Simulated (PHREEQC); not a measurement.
Buffer: speciation

Make-up at 25 °C: 29 mmol/kgw NaHCO3, 0.032 mmol/kgw Na2SO4 and 9.2 mmol/kgw LiCl. Closed to the air; pH follows from the charge balance.

The numbers come from PHREEQC with the ion-association model, phreeqc.dat.

Precipitation was switched off in this run.

Question: Estimate the pH.

Answer: pH 8.14.

Question: In which forms is C present?

Answer: HCO3- 96 %, CO2 1.3 %, NaHCO3 1.1 %, CO3-2 1.0 % of the C.
